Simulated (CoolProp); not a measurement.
The fluid at 293.15 K and 0.336 MPa flows at 0.16 m/s in a round tube of 6 mm bore and 1.5 µm roughness, fully developed (64/Re and Nu = 3.66 if laminar; Colebrook and Gnielinski if turbulent). The same conditions are run with several fluids, on thermodynamics alone (safety and materials aside).

Model: reference Helmholtz-energy equation of state of each fluid (propane: Lemmon 2009; nitrogen: Span 2000; R507A: Lemmon 2003; CH2F2 (R32): Tillner-Roth 1997), in CoolProp. Blends and air are pseudo-pure fits.

Task: Rank propane, nitrogen, R507A, CH2F2 (R32) by Reynolds number, highest first.

Result: R507A (1160), propane (775), CH2F2 (R32) (548), nitrogen (211)

```
fluid        Darcy friction factor  pressure drop (Pa/m)  heat-transfer coefficient (W/(m² K))  mass flow (kg/h)
-----------  ---------------------  --------------------  ------------------------------------  ----------------
propane                     0.0826                  1.14                                  10.9             0.105
nitrogen                     0.304                  2.50                                  15.6            0.0629
R507A                       0.0553                  1.71                                  8.17             0.236
CH2F2 (R32)                  0.117                  1.87                                  8.25             0.122
```

Transport values come from each fluid's own correlations; those of CH2F2 (R32) are estimates that may be off by 10 % or more.
